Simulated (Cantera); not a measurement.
A closed system holds: 1 mol SiHCl₃, 150 mol H₂, 0.1 mol Cl₂, equilibrated at 16.0 mbar.

Method: chemical equilibrium by Gibbs-energy minimisation in Cantera with the NASA 1993 tables (ideal gas, pure condensed phases). Candidate condensed phases: Si; 19 gas species. Kinetics and transport are ignored.

Task: What share of the Si ends up in condensed phases as a function of T (K), at 998, 1048, 1098, 1148, 1198, 1248, 1298, 1348, 1398, 1448, 1498, 1548, 1598, 1648?

Result: 
```json
[
 {"T (K)": "998", "Si condensed (%)": "58.0", "as": "Si(s)"},
 {"T (K)": "1048", "Si condensed (%)": "70.4", "as": "Si(s)"},
 {"T (K)": "1098", "Si condensed (%)": "79.1", "as": "Si(s)"},
 {"T (K)": "1148", "Si condensed (%)": "83.3", "as": "Si(s)"},
 {"T (K)": "1198", "Si condensed (%)": "84.6", "as": "Si(s)"},
 {"T (K)": "1248", "Si condensed (%)": "84.8", "as": "Si(s)"},
 {"T (K)": "1298", "Si condensed (%)": "84.5", "as": "Si(s)"},
 {"T (K)": "1348", "Si condensed (%)": "84.0", "as": "Si(s)"},
 {"T (K)": "1398", "Si condensed (%)": "83.5", "as": "Si(s)"},
 {"T (K)": "1448", "Si condensed (%)": "82.9", "as": "Si(s)"},
 {"T (K)": "1498", "Si condensed (%)": "82.4", "as": "Si(s)"},
 {"T (K)": "1548", "Si condensed (%)": "81.8", "as": "Si(s)"},
 {"T (K)": "1598", "Si condensed (%)": "81.2", "as": "Si(s)"},
 {"T (K)": "1648", "Si condensed (%)": "80.5", "as": "Si(s)"}
]
```
